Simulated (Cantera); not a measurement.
Charge: 1 mol SiCl4, 1.8 mol Cl2, 3.2 mol H2, held at 1125 K and 24000 Pa.

Cantera equilibrium calculation (NASA polynomials, part measured and part estimated; ideal gas, pure solids and liquids). Candidate condensed phases: Si; 19 gas species. The tables' values for SiCl3 are old estimates; treat these amounts as uncertain. Rates play no part.

Base state: HCl 0.601, H2 0.232, SiCl4 0.165, SiHCl3 0.00111, SiCl3 0.000340 (mole fractions); condensed: gas only.

Question: What changes in the equilibrium state with this change: H2 from 3.2 to 0.53 mol?

Answer: 
```json
[
 {"species": "Cl2", "before": "<1e-9", "after": "0.380"},
 {"species": "HCl", "before": "0.601", "after": "0.318"},
 {"species": "SiCl4", "before": "0.165", "after": "0.300"},
 {"species": "H2", "before": "0.232", "after": "<1e-9"},
 {"species": "SiHCl3", "before": "0.00111", "after": "<1e-9"},
 {"species": "Cl", "before": "1.01e-7", "after": "0.00258"},
 {"species": "SiCl3", "before": "0.000340", "after": "2.40e-8"}
]
```

Question: What changes in the equilibrium state with this change: temperature from 1125 K to 748.15 K?

Answer: 
| species | before | after |
|---|---|---|
| HCl | 0.601 | 0.600 |
| H2 | 0.232 | 0.233 |
| SiCl4 | 0.165 | 0.167 |
| SiCl3 | 0.000340 | 2.73e-8 |
| SiHCl3 | 0.00111 | 2.85e-5 |
